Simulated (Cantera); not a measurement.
A diamond (100) surface in a fixed gas of H2 with x(CH4) = 0.0082, x(H) = 0.0023, x(CH3) = 0.0013, 0.197 atm; coverages are run to steady state.

Model: the Harris–Goodwin 1993 mechanism for the reconstructed diamond (100) surface, integrated in Cantera.

One state of this run: growth (µm/h) = 103; θ c6HH = 0.429; θ c6H* = 0.0151; θ c6*H = 0.287; θ c6** = 0.00722; θ c6HM = 0.186. θ: site fractions in the mechanism's names (c6HH fully hydrogenated, c6H* and c6*H radical sites, c6** diradical, c6HM methylated).

Which value of T (K) does it belong to?
(A) 1325
(B) 1400
(C) 1250
(D) 1025

D, 1025
